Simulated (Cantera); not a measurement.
Equilibrium for iron carbonyl, mercury and lead vapours: HgO + N₂

Charge: 1 mol HgO, 0.25 mol N₂, at 10.0 Torr.

Cantera equilibrium calculation (NASA polynomials, part measured and part estimated; ideal gas, pure solids and liquids). Candidate condensed phases: Hg, HgO; 10 gas species. Rates play no part.

From 473 K to 548 K the condensed part is HgO(s). From 623 K to 1148 K nothing is condensed. The main Hg-bearing gas is Hg throughout.

```json
[
 {"T (K)": "473", "x N₂": "0.986", "x Hg": "0.00904", "x O₂": "0.00452", "x NO": "2.48e-11", "x NO₂": "5.47e-11", "n HgO(s)": "0.998"},
 {"T (K)": "548", "x N₂": "0.564", "x Hg": "0.291", "x O₂": "0.145", "x NO": "2.55e-9", "x NO₂": "4.23e-9", "n HgO(s)": "0.871"},
 {"T (K)": "623", "x N₂": "0.143", "x Hg": "0.571", "x O₂": "0.286", "x NO": "2.01e-8", "x NO₂": "1.01e-8", "n HgO(s)": "0"},
 {"T (K)": "698", "x N₂": "0.143", "x Hg": "0.571", "x O₂": "0.286", "x NO": "1.34e-7", "x NO₂": "2.00e-8", "n HgO(s)": "0"},
 {"T (K)": "773", "x N₂": "0.143", "x Hg": "0.571", "x O₂": "0.286", "x NO": "6.16e-7", "x NO₂": "3.48e-8", "n HgO(s)": "0"},
 {"T (K)": "848", "x N₂": "0.143", "x Hg": "0.571", "x O₂": "0.286", "x NO": "2.17e-6", "x NO₂": "5.50e-8", "n HgO(s)": "0"},
 {"T (K)": "923", "x N₂": "0.143", "x Hg": "0.571", "x O₂": "0.286", "x NO": "6.21e-6", "x NO₂": "8.08e-8", "n HgO(s)": "0"},
 {"T (K)": "998", "x N₂": "0.143", "x Hg": "0.571", "x O₂": "0.286", "x NO": "1.52e-5", "x NO₂": "1.12e-7", "n HgO(s)": "0"},
 {"T (K)": "1073", "x N₂": "0.143", "x Hg": "0.571", "x O₂": "0.286", "x NO": "3.28e-5", "x NO₂": "1.49e-7", "n HgO(s)": "0"},
 {"T (K)": "1148", "x N₂": "0.143", "x Hg": "0.571", "x O₂": "0.286", "x NO": "6.41e-5", "x NO₂": "1.90e-7", "n HgO(s)": "0"}
]
```
x: gas mole fraction; n: condensed amount in mol.
